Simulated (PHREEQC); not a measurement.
Dissolve 0.086 mol/kgw NH4HS and 3.1e-05 mol/kgw FeCl2 at 90 °C. Closed to the air; pH follows from the charge balance.

Computed with PHREEQC (ion-association model, phreeqc.dat).

```tsv
quantity	before	after
pH	7.08	7.32
H2S (mol/kgw)	0.0149	0.0103
NH3 (mol/kgw)	0.0149	0.0103
```

**Question.** What was changed between the two runs?
A) temperature from 90 to 30 °C
B) FeCl2 from 3.1e-05 to 1.55e-05 mol/kgw
C) FeCl2 left out
D) temperature from 90 to 70 °C
E) diluted 100-fold with water

**Answer.** D, temperature from 90 to 70 °C

Precipitation was switched off in this run. At this temperature some constants are extrapolated from 25 °C, and those without enthalpy data are left unchanged.
